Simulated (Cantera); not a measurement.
An adiabatic, constant-pressure homogeneous reactor starts with CO : H2 : O2 : N2 = 1 : 0.17 : 0.713 : 2.68 (molar parts), equivalence ratio 0.82, at 1475 K and 830000 Pa.

Computed with Cantera and GRI-Mech 3.0 (53 species, 325 reactions). The hydrogen kinetics of GRI-Mech 3.0 are dated; newer H2 mechanisms differ, most at raised pressure.

One state of this run: T (K) = 2304; x CO = 0.112; x H2 = 0.00320; x O2 = 0.0756; x NO2 = 1.63e-7; x H2O2 = 4.54e-7; x CO2 = 0.120; x N2O = 1.75e-6. x: mole fraction; the columns are a selection and need not sum to one.

### Question
Which value of t (s) does it belong to?
(A) 3.00e-6
(B) 8.58e-6
(C) 0.0134
(D) 2.45e-5

### Answer
B, 8.58e-6
